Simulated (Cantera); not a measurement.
## Dilute partial oxidation

A perfectly stirred reactor is fed with 0.529 % CH₃OH, 1.57 % O₂, 97.9 % N₂, at 2.80 bar; it is held at 1425 K, and followed from long to short residence time.

Detailed kinetics in Cantera: GRI-Mech 3.0 (53 species, 325 reactions). GRI-Mech 3.0 was tuned for natural gas; its chemistry of methanol as a main component is partial and can be far from experiment.

| τ (s) | x CH₃OH | x O₂ | x H₂O | x C₂H | x NO | x N₂O |
|---|---|---|---|---|---|---|
| 1.7 | 3.99e-7 | 0.00772 | 0.0105 | <1e-12 | 1.55e-6 | 6.38e-7 |
| 0.66 | 7.47e-7 | 0.00772 | 0.0105 | <1e-12 | 1.69e-6 | 9.41e-7 |
| 0.26 | 1.36e-6 | 0.00773 | 0.0105 | <1e-12 | 1.67e-6 | 1.21e-6 |
| 0.10 | 2.45e-6 | 0.00776 | 0.0105 | <1e-12 | 1.46e-6 | 1.34e-6 |
| 0.039 | 4.25e-6 | 0.00782 | 0.0105 | <1e-12 | 1.15e-6 | 1.27e-6 |
| 0.015 | 7.20e-6 | 0.00791 | 0.0104 | <1e-12 | 8.72e-7 | 1.09e-6 |
| 0.0058 | 1.19e-5 | 0.00809 | 0.0103 | <1e-12 | 6.86e-7 | 8.65e-7 |
| 0.0023 | 1.97e-5 | 0.00837 | 0.0102 | <1e-12 | 5.80e-7 | 6.61e-7 |
| 0.00088 | 3.51e-5 | 0.00884 | 0.00990 | <1e-12 | 4.81e-7 | 4.68e-7 |
| 0.00034 | 7.24e-5 | 0.00955 | 0.00942 | <1e-12 | 3.16e-7 | 2.83e-7 |
x: mole fraction; the columns are a selection and need not sum to one.
